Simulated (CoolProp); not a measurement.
Vapour-liquid equilibrium of R1234ze(E) (1) + n-pentane (2) at 0.162 MPa; x and y are mole fractions of (1).

Model: multi-fluid Helmholtz-energy mixture model, Thol 2016 and Thol 2019; pair parameters Bell 2016, in CoolProp.

```
x      bubble temperature (K)  y at the bubble point  dew temperature at overall composition x (K)  liquid density (mol/L)
-----  ----------------------  ---------------------  --------------------------------------------  ----------------------
0.05                    307.4                  0.424                                         322.1                   8.534
0.125                   292.3                  0.686                                         319.5                   8.845
0.2                     283.7                  0.790                                         316.8                   9.074
0.275                   278.5                  0.841                                         313.9                   9.262
0.35                    275.3                  0.869                                         310.8                   9.429
0.425                   273.1                  0.887                                         307.4                   9.586
0.5                     271.7                  0.899                                         303.7                   9.741
0.575                   270.6                  0.909                                         299.5                   9.898
0.65                    269.7                  0.918                                         294.8                   10.06
0.725                   268.9                  0.927                                         289.4                   10.24
0.8                     268.0                  0.939                                         282.8                   10.44
0.875                   267.1                  0.954                                         274.6                   10.65
0.95                    266.2                  0.978                                         267.4                   10.89
```

No azeotrope shows between x = 0.05 and 0.95.

Pair parameters are fitted to limited data, so mixtures are less certain than the pure fluids. With so large a gap from Raoult's law the liquid may split in two, which this calculation doesn't test in full.
